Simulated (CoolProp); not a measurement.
Values from CoolProp's reference Helmholtz-energy equation of state, Akasaka 2020.

Question: For R1123, give the phase and the density (kg/m³), cp (kJ/(kg K)), isothermal compressibility (1/MPa) at 343.2 K and 6.64 MPa; 411.6 K and 6.64 MPa; 457.2 K and 6.64 MPa.

Answer: 
- 343.2 K and 6.64 MPa: supercritical; density 693, cp 3.11, isothermal compressibility 0.145
- 411.6 K and 6.64 MPa: supercritical; density 212, cp 1.35, isothermal compressibility 0.199
- 457.2 K and 6.64 MPa: supercritical; density 169, cp 1.25, isothermal compressibility 0.175
